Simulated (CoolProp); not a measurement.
Vapour-liquid equilibrium of n-heptane (1) + o-xylene (2) at 667 kPa; x and y are mole fractions of (1).

Model: multi-fluid Helmholtz-energy mixture model, Span 2003 and Zhou 2012; pair parameters Bell 2016, in CoolProp.

| x | bubble temperature (°C) | y at the bubble point | dew temperature at overall composition x (°C) | liquid density (mol/L) |
|---|---|---|---|---|
| 0.05 | 227.9 | 0.116 | 230.9 | 6.296 |
| 0.15 | 219.0 | 0.302 | 226.4 | 6.207 |
| 0.25 | 211.7 | 0.444 | 221.6 | 6.106 |
| 0.35 | 205.5 | 0.557 | 216.6 | 5.997 |
| 0.45 | 200.1 | 0.649 | 211.4 | 5.884 |
| 0.55 | 195.4 | 0.728 | 205.9 | 5.768 |
| 0.65 | 191.2 | 0.797 | 200.1 | 5.652 |
| 0.75 | 187.3 | 0.860 | 194.1 | 5.536 |
| 0.85 | 183.7 | 0.918 | 187.9 | 5.421 |
| 0.95 | 180.3 | 0.973 | 181.7 | 5.309 |

No azeotrope shows between x = 0.05 and 0.95.

The pair parameters rest on a limited set of measurements; away from them the model extrapolates.
